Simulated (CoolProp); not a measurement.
Vapour-liquid equilibrium of R227EA (1) + isobutene (2) at 17.35 °C; x and y are mole fractions of (1).

Values from CoolProp's multi-fluid Helmholtz-energy mixture model, Lemmon 2016 and Lemmon 2005; pair parameters Bell 2016.

```tsv
x	bubble pressure, mixture model (MPa)	bubble pressure, Raoult's law (MPa)	y, mixture model	y, Raoult's law
0.05	…	0.2461	…	0.073
0.2	0.3439	0.2636	0.393	0.271
0.35	…	0.2812	0.497	0.445
0.5	…	0.2988	0.574	0.598
0.65	0.3944	0.3164	0.655	0.734
0.8	…	0.3339	…	0.856
0.95	0.3687	0.3515	…	0.966
```

Problem. Complete the blanks.

Solution. 
- 0.05, bubble pressure, mixture model (MPa): 0.2778
- 0.05, y, mixture model: 0.165
- 0.35, bubble pressure, mixture model (MPa): 0.3739
- 0.5, bubble pressure, mixture model (MPa): 0.3888
- 0.8, bubble pressure, mixture model (MPa): 0.3894
- 0.8, y, mixture model: 0.763
- 0.95, y, mixture model: 0.926

The largest gap from Raoult's law is +33.0 % in bubble pressure, at x = 0.35. y crosses x between x = 0.65 and 0.8: the model has an azeotrope there.

The pair parameters rest on a limited set of measurements; away from them the model extrapolates.
